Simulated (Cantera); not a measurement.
Standard-state values (1 bar) from the NASA 1993 polynomials, evaluated with Cantera. Values are per mole of reaction as written; species without (g) are pure solids or liquids, kept so even where they would boil at 1 bar. TaC: taken at fixed stoichiometry.

2 TaC + 2 H(g) → 2 Ta + C2H2(g)

```
T (K)  ΔH° (kJ)  ΔS° (J/K)  ΔG° (kJ)  log10 K
-----  --------  ---------  --------  -------
873        67.6      -54.3     115.0    -6.88
973        65.6      -56.5     120.5    -6.47
1073          ?          ?         ?        ?
1173       61.7      -60.1     132.2    -5.89
1273          ?          ?         ?        ?
1373       58.0      -63.0     144.5    -5.50
1473       56.3      -64.2     150.9    -5.35
```

Task: Complete the blanks.

Result: 
- 1073, ΔH° (kJ): 63.6
- 1073, ΔS° (J/K): -58.4
- 1073, ΔG° (kJ): 126.3
- 1073, log10 K: -6.15
- 1273, ΔH° (kJ): 59.8
- 1273, ΔS° (J/K): -61.6
- 1273, ΔG° (kJ): 138.3
- 1273, log10 K: -5.67
